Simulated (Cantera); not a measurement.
# Adiabatic ignition

An adiabatic, constant-volume homogeneous reactor starts with CO : H₂ : O₂ : N₂ = 1 : 0.48 : 1.08 : 4.06 (molar parts), at 1400 K and 27.0 bar.

Cantera simulation using GRI-Mech 3.0 (53 species, 325 reactions); the numbers are that mechanism's predictions, not measurements. The hydrogen kinetics of GRI-Mech 3.0 are dated; newer H2 mechanisms differ, most at raised pressure. The pressure lies above the range GRI-Mech 3.0 was tuned for (to about 10 atm). Above 3000 K some thermodynamic fits are extrapolated.

```csv
t (s),T (K),P (bar),x CO,x H₂,x O₂,x N₂O,x OH
2.00e-6,1416,27.3,0.151,0.0708,0.162,5.67e-9,8.81e-5
5.70e-6,3037,53.2,0.0289,0.00196,0.0659,8.05e-6,0.0135
1.62e-5,3031,53.0,0.0282,0.00194,0.0630,8.07e-6,0.0131
4.62e-5,3015,52.7,0.0278,0.00192,0.0585,8.26e-6,0.0125
0.000132,3005,52.5,0.0276,0.00192,0.0556,8.52e-6,0.0121
0.000375,3004,52.5,0.0276,0.00192,0.0553,8.55e-6,0.0121
0.00107,3004,52.5,0.0276,0.00192,0.0553,8.55e-6,0.0121
0.00304,3004,52.5,0.0276,0.00192,0.0553,8.55e-6,0.0121
0.00866,3004,52.5,0.0276,0.00192,0.0553,8.55e-6,0.0121
0.0247,3004,52.5,0.0276,0.00192,0.0553,8.55e-6,0.0121
0.0702,3004,52.5,0.0276,0.00192,0.0553,8.55e-6,0.0121
0.200,3004,52.5,0.0276,0.00192,0.0553,8.55e-6,0.0121
```
x: mole fraction; the columns are a selection and need not sum to one.

```
Item                                                                Result
---------------------------------  ---------------------------------------
time of steepest temperature rise                                  2.81 µs
temperature at 0.200 s                                              3004 K
equilibrium temperature                                             3004 K
x(CO) at 0.200 s                     0.0276 (gas-phase equilibrium 0.0276)
x(H₂) at 0.200 s                   0.00192 (gas-phase equilibrium 0.00192)
x(O₂) at 0.200 s                     0.0553 (gas-phase equilibrium 0.0553)
```
